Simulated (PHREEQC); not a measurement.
1 kg of water holding 0.074 mol/kgw KCl, 0.38 mol/kgw Na2SO4 and 0.0011 mol/kgw Na2B4O7 is evaporated at 20 °C; the solids stay in contact with the brine. No CO2 enters from the air. Solids allowed: Arcanite, Glaserite, Halite, Mirabilite, Misenite, Sylvite, Thenardite, Borax, Boric_acid,s, KB5O8:4H2O, K2B4O7:4H2O, NaBO2:4H2O, NaB5O8:5H2O, Teepleite. Others were left out.

Base run: PHREEQC, Pitzer model, pitzer.dat. Each further column changes one thing. The table gives water activity.

| H2O removed (mol) | base | temperature from 20 to 25 °C |
|---|---|---|
| 0 | 0.983 | 0.983 |
| 24.69 | 0.972 | (withheld) |
| 38.4 | 0.951 | 0.951 |
| 46.01 | 0.930 | 0.911 |
| 51.17 | 0.813 | 0.805 |
| 53.1 | 0.761 | 0.805 |
| 54.17 | 0.761 | (withheld) |
| 54.76 | 0.733 | (withheld) |

Q: Fill in the missing entries.

A: 
- 24.69, temperature from 20 to 25 °C: 0.971
- 54.17, temperature from 20 to 25 °C: 0.800
- 54.76, temperature from 20 to 25 °C: 0.737
